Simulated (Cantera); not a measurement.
Input: 1 mol Si3N4, a varied amount of CO2, 490 mol N2, held at 1327 °C and 6.00 Torr.

These are equilibrium values from Cantera (NASA tables, ideal gas, pure condensed phases), not measurements of a reactor. Candidate condensed phases: C, Si, SiC, SiO2, Si2N2O, Si3N4; 34 gas species. Mutual solubility and eutectic melting of coexisting phases are not modelled. Equilibrium is a limit: real reactors are often held back by kinetics, nucleation or transport.

Q: What share of the Si ends up in condensed phases as a function of n(CO2) (mol), at 0.59, 0.72, 0.88, 1.1, 1.3, 1.6, 2, 2.4?

A: 
```
n(CO2) (mol)  Si condensed (%)                             as
------------  ----------------  -----------------------------
0.59                      94.2  SiC(s) + Si2N2O(s) + Si3N4(s)
0.72                      94.2  SiC(s) + Si2N2O(s) + Si3N4(s)
0.88                      94.2  SiC(s) + Si2N2O(s) + Si3N4(s)
1.1                       93.4             SiC(s) + Si2N2O(s)
1.3                       92.6             SiC(s) + Si2N2O(s)
1.6                       91.6             SiC(s) + Si2N2O(s)
2                         66.7                      Si2N2O(s)
2.4                       40.0                      Si2N2O(s)
```
